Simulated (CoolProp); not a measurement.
Toluene along the isobar 2 MPa: Z from the reference equation and from simpler models built on Tc = 591.7 K, pc = 4.126 MPa, ω = 0.266; each cubic takes its own stable root.

The numbers come from the reference Helmholtz-energy equation of state, Lemmon 2006 in CoolProp. It is a short technical equation, of lower accuracy than the large ones.

```csv
T (K),phase,reference
538.2,gas,0.6753
548.4,gas,0.7077
558.7,gas,0.7343
568.9,gas,0.7565
579.1,gas,0.7756
589.3,gas,0.7924
599.6,gas,0.8073
609.8,gas,0.8205
620,gas,0.8323
```

Problem. How far does each simpler model (Redlich-Kwong, Soave-Redlich-Kwong) lie from the reference over these 9 states: mean and median of the absolute difference, and the worst?

Solution. 
- Redlich-Kwong: mean 3.4 %, median 2.7 %, worst +7.9 % at 538.2 K and 2 MPa
- Soave-Redlich-Kwong: mean 2.7 %, median 2.3 %, worst +5.3 % at 538.2 K and 2 MPa
